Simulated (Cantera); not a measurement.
Input: 1 mol SiCl4, 21 mol N2O, 18 mol N2, held at 1377 °C and 0.000160 bar.

Method: chemical equilibrium by Gibbs-energy minimisation in Cantera with the NASA 1993 tables (ideal gas, pure condensed phases). The tables hold silica as quartz up to 1696 K and as liquid above; real silica turns to tridymite and cristobalite and melts near 1996 K. Equilibrium is a limit: real reactors are often held back by kinetics, nucleation or transport.

| species | before | after |
|---|---|---|
| N2 | 0.741 | 0.745 |
| O2 | 0.179 | 0.181 |
| Cl | 0.0761 | 0.0699 |
| Cl2 | 4.31e-5 | 0.00328 |
| O | 0.000867 | 9.27e-6 |
| NO | 0.00214 | 0.000420 |
| ClO | 8.41e-6 | 1.19e-5 |
| SiO2(β-quartz), mol | 1.000 | 1.00 |
Gas species are given as mole fractions.

**Question.** What was changed between the two runs?
A) pressure from 0.000160 bar to 0.0133 bar
B) pressure from 0.000160 bar to 0.0630 bar
C) temperature from 1377 °C to 1052 °C
D) N2O from 21 to 1.1 mol

**Answer.** C, temperature from 1377 °C to 1052 °C
